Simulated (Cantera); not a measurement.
A perfectly stirred reactor is fed with CH₃OH : O₂ : N₂ = 1 : 2.83 : 10.6 (molar parts), equivalence ratio 0.53, at 500000 Pa; it is adiabatic with a 600 K inlet, and is followed from long to short residence time, starting on the burning branch (τ in s: 0.22, 0.071, 0.023, 0.0072, 0.0023, 0.00072, 0.00023, 7.3e-05, 2.3e-05, 7.3e-06).

Detailed kinetics in Cantera: GRI-Mech 3.0 (53 species, 325 reactions). GRI-Mech 3.0 was tuned for natural gas; its chemistry of methanol as a main component is partial and can be far from experiment.

What does this change do: pressure from 500000 Pa to 100000 Pa?


```
quantity                                                                       before                                 after
------------------------------------------------  -----------------------------------  ------------------------------------
blow-out, bracketed by the residence times tried  burning at 0.230 ms, out at 73.0 µs  burning at 0.720 ms, out at 0.230 ms
x(CH₃OH) at τ = 0.220 s                                                       7.36e-7                               1.72e-6
x(O₂) at τ = 0.220 s                                                           0.0889                                0.0888
x(CH₂) at τ = 0.220 s                                                        1.71e-10                              5.20e-10
x(CH₂O) at τ = 0.220 s                                                        5.50e-7                               1.34e-6
x(O) at τ = 0.220 s                                                           2.73e-5                              0.000112
x(CH₃OH) at τ = 0.720 ms                                                      5.88e-5                               9.18e-5
x(O₂) at τ = 0.720 ms                                                          0.0904                                0.0919
x(CH₂) at τ = 0.720 ms                                                        1.39e-8                               1.31e-7
x(CH₂O) at τ = 0.720 ms                                                       4.76e-5                               7.83e-5
x(O) at τ = 0.720 ms                                                         0.000361                               0.00201
```
